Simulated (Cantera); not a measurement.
An adiabatic, constant-volume homogeneous reactor starts with 4.79 % C3H8, 20.0 % O2, 75.2 % N2, equivalence ratio 1.2, at 1198 K and 9.87 atm.

Cantera simulation using GRI-Mech 3.0 (53 species, 325 reactions); the numbers are that mechanism's predictions, not measurements. GRI-Mech 3.0 was tuned for natural gas; its chemistry of propane as a main component is partial and can be far from experiment. Above 3000 K some thermodynamic fits are extrapolated.

Q: Predict: time of steepest temperature rise; temperature at 0.400 s; equilibrium temperature; x(O2) at 0.400 s; x(N2O) at 0.400 s; x(HCN) at 0.400 s; x(HO2) at 0.400 s.

A: 
- time of steepest temperature rise: 1.69 ms
- temperature at 0.400 s: 3080 K
- equilibrium temperature: 3080 K
- x(O2) at 0.400 s: 0.00469 (gas-phase equilibrium 0.00469)
- x(N2O) at 0.400 s: 2.05e-6 (gas-phase equilibrium 2.05e-6)
- x(HCN) at 0.400 s: 8.29e-8 (gas-phase equilibrium 8.29e-8)
- x(HO2) at 0.400 s: 7.73e-6 (gas-phase equilibrium 7.73e-6)
